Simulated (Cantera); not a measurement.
Input: 1 mol SiC, 2.3 mol H₂O, 6.8 mol N₂, 0.01 mol O₂, at 24.0 Pa.

Cantera equilibrium calculation (NASA polynomials, part measured and part estimated; ideal gas, pure solids and liquids). Candidate condensed phases: C, C₆H₆, C₇H₈, C₈H₁₈, H₂O, Si, SiC, SiO₂, Si₂N₂O, Si₃N₄; 151 gas species. The tables hold silica as quartz up to 1696 K and as liquid above; real silica turns to tridymite and cristobalite and melts near 1996 K. Equilibrium is a limit: real reactors are often held back by kinetics, nucleation or transport. All values below are at 1748 K.

Base state: N₂ 0.622, H₂ 0.198, CO 0.0904, SiO 0.0722, H₂O 0.00882, H 0.00657, CO₂ 0.00111, OH 1.70e-5 (mole fractions); condensed: SiO₂(condensed).

Problem. What changes in the equilibrium state with this change: SiC replaced by Si?

Solution. 
| species | before | after |
|---|---|---|
| N₂ | 0.622 | 0.735 |
| H₂ | 0.198 | 0.197 |
| H₂O | 0.00882 | 0.0478 |
| CO | 0.0904 | 0 |
| SiO | 0.0722 | 0.0133 |
| CO₂ | 0.00111 | 0 |
| OH | 1.70e-5 | 9.25e-5 |
| H | 0.00657 | 0.00655 |
| SiO₂(condensed), mol | 0.211 | 0.877 |
